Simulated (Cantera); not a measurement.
Input: 1 mol SiCl4, 1.8 mol Cl2, 7.1 mol H2, equilibrated at 0.280 bar.

These are equilibrium values from Cantera (NASA tables, ideal gas, pure condensed phases), not measurements of a reactor. Candidate condensed phases: Si; 19 gas species. The tables' values for SiCl3 are old estimates; treat these amounts as uncertain. Rates play no part.

Task: At 825 °C, list the 4 most abundant gas species with their mole fractions, and the condensed phases.

Result: H2 0.533, HCl 0.366, SiCl4 0.0986, SiHCl3 0.00209. Condensed: gas only.
